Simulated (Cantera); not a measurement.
**Equilibrium for silicon oxide and oxynitride deposition: Si2H6 + O2 + H2**

Charge: 1 mol Si2H6, 29 mol O2, 0.1 mol H2, held at 1.00 bar.

Equilibrium computed with Cantera from the NASA thermochemical tables; the gas is ideal and each condensed phase is pure. Candidate condensed phases: H2O, Si, SiO2; 18 gas species. The feed counts by its element totals alone. The tables hold silica as quartz up to 1696 K and as liquid above; real silica turns to tridymite and cristobalite and melts near 1996 K. Gases not in the tables: Si(OH)4. Kinetics and transport are ignored.

```
T (K)  log p O2  log p H2O  log p OH  log p O  n SiO2(α-quartz)  n SiO2(β-quartz)  n SiO2(condensed)
-----  --------  ---------  --------  -------  ----------------  ----------------  -----------------
625       -0.05      -0.96    -11.84     <-12              2.00                 0                  0
725       -0.05      -0.96     -9.98     <-12              2.00                 0                  0
825       -0.05      -0.96     -8.56     <-12              2.00                 0                  0
925       -0.05      -0.96     -7.45   -10.90                 0              2.00                  0
1025      -0.05      -0.96     -6.56    -9.51                 0              2.00                  0
1125      -0.05      -0.96     -5.82    -8.36                 0              2.00                  0
1225      -0.05      -0.96     -5.20    -7.40                 0              2.00                  0
1325      -0.05      -0.96     -4.68    -6.58                 0              2.00                  0
1425      -0.05      -0.96     -4.23    -5.88                 0              2.00                  0
1525      -0.05      -0.96     -3.84    -5.27                 0              2.00                  0
1625      -0.05      -0.96     -3.50    -4.74                 0              2.00                  0
1725      -0.05      -0.97     -3.19    -4.26                 0                 0               2.00
1825      -0.05      -0.97     -2.92    -3.84                 0                 0               2.00
1925      -0.05      -0.97     -2.68    -3.46                 0                 0               2.00
```
log p: log10 of the partial pressure in bar; n: condensed amount in mol.

From 625 K to 825 K the condensed part is SiO2(α-quartz). From 925 K to 1625 K the condensed part is SiO2(β-quartz). From 1725 K to 1925 K the condensed part is SiO2(condensed).
